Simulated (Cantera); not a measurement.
A perfectly stirred reactor is fed with CO : H₂ : O₂ : N₂ = 1 : 1.3 : 1.77 : 6.65 (molar parts), equivalence ratio 0.65, at 10.0 bar; it is adiabatic with a 400 K inlet, and is followed from long to short residence time, starting on the burning branch (τ in s: 0.083, 0.03, 0.011, 0.0037, 0.0013, 0.00047, 0.00017, 5.9e-05, 2.1e-05).

Model: GRI-Mech 3.0 (53 species, 325 reactions), integrated in Cantera. The hydrogen kinetics of GRI-Mech 3.0 are dated; newer H2 mechanisms differ, most at raised pressure.

x: mole fraction; the columns are a selection and need not sum to one.

```tsv
τ (s)	T (K)	x CO	x H₂	x O₂	x OH	x HO₂	x O	x H
0.083	2073	0.000363	9.19e-5	0.0641	0.00144	3.29e-6	9.74e-5	[?]
0.030	2073	0.000449	0.000106	0.0644	0.00150	3.47e-6	0.000106	[?]
0.011	2071	0.000656	0.000141	0.0646	0.00163	3.90e-6	0.000128	[?]
0.0037	2065	0.00118	0.000231	0.0648	0.00194	5.12e-6	0.000185	[?]
0.0013	2054	0.00225	0.000416	0.0652	0.00245	8.03e-6	0.000310	[?]
0.00047	2033	0.00428	0.000768	0.0660	0.00316	1.43e-5	0.000554	[?]
0.00017	1995	0.00805	0.00141	0.0676	0.00400	2.77e-5	0.00100	[?]
5.9e-5	1924	0.0153	0.00262	0.0711	0.00475	5.80e-5	0.00176	[?]
2.1e-5	1797	0.0293	0.00493	0.0784	0.00472	0.000127	0.00264	[?]
```

Problem. What belongs in the gaps?

Solution. 
- 0.083, x H: 8.46e-6
- 0.030, x H: 9.93e-6
- 0.011, x H: 1.38e-5
- 0.0037, x H: 2.56e-5
- 0.0013, x H: 5.77e-5
- 0.00047, x H: 0.000140
- 0.00017, x H: 0.000342
- 5.9e-5, x H: 0.000813
- 2.1e-5, x H: 0.00161
